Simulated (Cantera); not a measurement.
Metals in furnace atmospheres: Pb + NH3 + N2 + H2S

Input: 1 mol Pb, 0.69 mol NH3, a varied amount of N2, 0.39 mol H2S, held at 0.130 bar.

These are equilibrium values from Cantera (NASA tables, ideal gas, pure condensed phases), not measurements of a reactor. Candidate condensed phases: Pb, PbS, S; 18 gas species. Mutual solubility and eutectic melting of coexisting phases are not modelled. Rates play no part.

**Question.** Map the stable condensed phases over T = 600, 675, 750, 825, 900, 975, 1050, 1125, 1200, 1275, 1350, 1425 °C and n(N2) in mol = 35, 59, 82, 110, 130, 150, 180, 200, 220, 250, 270, 300.

**Answer.** 
```
T in °C \ n(N2) in mol
          35  59  82 110 130 150 180 200 220 250 270 300
   1425    A   A   A   A   A   A   A   A   A   A   A   A
   1350    A   A   A   A   A   A   A   A   A   A   A   A
   1275    A   A   A   A   A   A   A   A   A   A   A   A
   1200    A   A   A   A   A   A   A   A   A   A   A   A
   1125    A   A   A   A   A   A   A   A   A   A   A   A
   1050    A   A   A   A   A   A   A   A   A   A   A   A
    975    B   A   A   A   A   A   A   A   A   A   A   A
    900    B   B   B   B   B   B   B   A   A   A   A   A
    825    C   B   B   B   B   B   B   B   B   B   B   B
    750    C   C   C   C   C   C   C   C   C   C   C   B
    675    C   C   C   C   C   C   C   C   C   C   C   C
    600    C   C   C   C   C   C   C   C   C   C   C   C
```
A: gas only; B: Pb; C: Pb + PbS.
